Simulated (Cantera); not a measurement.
A Cantera script and what it prints.

```python
import numpy as np
import cantera as ct

gas_names = [...]  # 113 gases of nasa_gas.yaml made of C, H, O, Ta
cond_names = """
    C(gr) C6H6(L) C7H8(L) C8H18(L),n-octa H2O(s) H2O(L) Ta(cr) Ta(L) TaC(s) TaC(L) Ta2O5(s) Ta2O5(L)
""".split()


# ... load() reads the species with a 1 bar reference pressure and builds the phases ...
atoms = {
    'Ta(OEt)5': {'Ta': 1, 'C': 10, 'H': 25, 'O': 5},
    'O2': {'O': 2},
    'H2': {'H': 2},
}
top_T = {'C(gr)': 4500}  # K; cautious upper limits of use, not melting points


# ... equilibrate(T, P, feed) seeds the gas with the atoms and calls Mixture.equilibrate('TP', solver="vcs", rtol=1e-11, max_steps=5000) ...
results = []
feed = {'Ta(OEt)5': 1, 'O2': 0.062, 'H2': 120}  # mol
T = 1075  # K
P = 30000  # Pa
mix = equilibrate(T, P, feed)
results.append((T, P, feed, dict(zip(mix.species_names, mix.species_moles))))
print(gas.report(threshold=0.001))
for i in range(1, mix.n_phases):
    print(f"{mix.phase(i).name:16s} {mix.phase_moles(i):12.5e} mol")
```

It prints:

```
       temperature   1075 K
          pressure   30000 Pa
           density   0.0090562 kg/m^3
  mean mol. weight   2.6981 kg/kmol
   phase of matter   gas

                          1 kg             1 kmol
                     ---------------   ---------------
          enthalpy        7.4296e+06        2.0046e+07  J
   internal energy        4.1169e+06        1.1108e+07  J
           entropy             67550        1.8226e+05  J/K
    Gibbs function       -6.5187e+07       -1.7588e+08  J
 heat capacity c_p             11551             31167  J/K
 heat capacity c_v            8469.6             22852  J/K

                      mass frac. Y      mole frac. X     chem. pot. / RT
                     ---------------   ---------------   ---------------
               CH4          0.075326          0.012669           -39.479
                CO           0.19677          0.018954           -43.329
                H2           0.72302           0.96767           -18.925
     [ +110 minor]         0.0048849        0.00071035

C(gr)             5.78138e+00 mol
Ta(cr)            0.00000e+00 mol
TaC(s)            0.00000e+00 mol
Ta2O5(s)          5.00000e-01 mol
```

Method: chemical equilibrium by Gibbs-energy minimisation in Cantera with the NASA 1993 tables (ideal gas, pure condensed phases). The feed counts by its element totals alone.
